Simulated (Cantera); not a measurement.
Input: 1 mol BN, 0.5 mol N2, held at 2450 K and 1.60 bar.

Equilibrium computed with Cantera from the NASA thermochemical tables; the gas is ideal and each condensed phase is pure. Candidate condensed phases: B, BN; 5 gas species. The numbers say what is thermodynamically allowed, not how fast it happens.

Base state: N2 1.000 (mole fractions); condensed: BN(s).

Problem. What changes in the equilibrium state with this change: pressure from 1.60 bar to 1.80 Pa?

Solution. 
| species | before | after |
|---|---|---|
| N2 | 1.000 | 0.500 |
| B | 4.89e-6 | 0.500 |
| BN | 2.58e-6 | 0.000626 |
| B2 | <1e-9 | 1.32e-5 |
| N | 1.44e-7 | 3.04e-5 |
| BN(s), mol | 1.000 | 0 |
